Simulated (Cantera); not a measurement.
Feed: 1 mol ZrN, 2.1 mol H2, held at 2475 °C and 20.0 mbar.

Equilibrium computed with Cantera from the NASA thermochemical tables; the gas is ideal and each condensed phase is pure. Candidate condensed phases: Zr, ZrN; 11 gas species. Mutual solubility and eutectic melting of coexisting phases are not modelled. ZrN: taken at fixed stoichiometry. Condensed phases not in the tables: N, O or C dissolved in the metal. The numbers say what is thermodynamically allowed, not how fast it happens.

Base state: H2 0.618, H 0.378, N2 0.00302, Zr 0.00169 (mole fractions); condensed: Zr(l) + ZrN(s).

Q: What changes in the equilibrium state with this change: pressure from 20.0 mbar to 1.33 mbar?

A: 
| species | before | after |
|---|---|---|
| H | 0.378 | 0.762 |
| H2 | 0.618 | 0.168 |
| N2 | 0.00302 | 0.0453 |
| Zr | 0.00169 | 0.0253 |
| N | 9.20e-7 | 1.38e-5 |
| Zr(l), mol | 0.0113 | 0.250 |
| ZrN(s), mol | 0.984 | 0.653 |

Q: What changes in the equilibrium state with this change: temperature from 2475 °C to 1227 °C?

A: 
```json
[
 {"species": "H2", "before": "0.618", "after": "1.000"},
 {"species": "H", "before": "0.378", "after": "0.000124"},
 {"species": "N2", "before": "0.00302", "after": "<1e-9"},
 {"species": "Zr", "before": "0.00169", "after": "<1e-9"},
 {"species": "Zr(l), mol", "before": "0.0113", "after": "0"},
 {"species": "ZrN(s), mol", "before": "0.984", "after": "1.00"}
]
```
